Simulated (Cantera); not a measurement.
Input: 1 mol TEOS, 1 mol O₂, at 500 K and 2600 Pa.

These are equilibrium values from Cantera (NASA tables, ideal gas, pure condensed phases), not measurements of a reactor. Candidate condensed phases: C, C₆H₆, C₇H₈, C₈H₁₈, H₂O, Si, SiC, SiO₂; 123 gas species. The feed counts by its element totals alone. The numbers say what is thermodynamically allowed, not how fast it happens.

Question: What is the equilibrium state?

Answer: 
| Quantity | Result |
|---|---|
| x(H₂O) | 0.467 |
| x(CH₄) | 0.413 |
| x(H₂) | 0.0797 |
| x(CO₂) | 0.0409 |
| x(CO) | 5.09e-5 |
| n(C(graphite)) | 4.69 mol |
| n(SiO₂(α-quartz)) | 1.00 mol |
| gas amount | 7.291 mol |
| log10 activity of C₇H₈(l) (absent) | -29.94 |
| log10 activity of Si(s) (absent) | -41.39 |
